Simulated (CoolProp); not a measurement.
Toluene at 298.15 K and 0.147 MPa flows at 4.5 m/s in a round tube of 1 mm bore and 1.5 µm roughness, fully developed (64/Re and Nu = 3.66 if laminar; Colebrook and Gnielinski if turbulent). Each further row changes one setting.

The numbers come from the reference Helmholtz-energy equation of state, Lemmon 2006 in CoolProp. It is a short technical equation, of lower accuracy than the large ones.

```
case            Reynolds number  Darcy friction factor  pressure drop (Pa/m)  heat-transfer coefficient (W/(m² K))  mass flow (kg/h)
--------------  ---------------  ---------------------  --------------------  ------------------------------------  ----------------
as stated                  7020                 0.0359                     …                                     …              11.0
velocity 9 m/s            14000                 0.0308                     …                                 15000                 …
diameter 2 mm             14000                      …                129000                                     …                 …
```

**Question.** What belongs in the gaps?

**Answer.** 
- as stated, pressure drop (Pa/m): 313000
- as stated, heat-transfer coefficient (W/(m² K)): 7640
- velocity 9 m/s, pressure drop (Pa/m): 1080000
- velocity 9 m/s, mass flow (kg/h): 21.9
- diameter 2 mm, Darcy friction factor: 0.0296
- diameter 2 mm, heat-transfer coefficient (W/(m² K)): 7290
- diameter 2 mm, mass flow (kg/h): 43.9

Viscosity comes from a separate model (Avgeri 2015). Thermal conductivity comes from a separate model (Assael 2012).
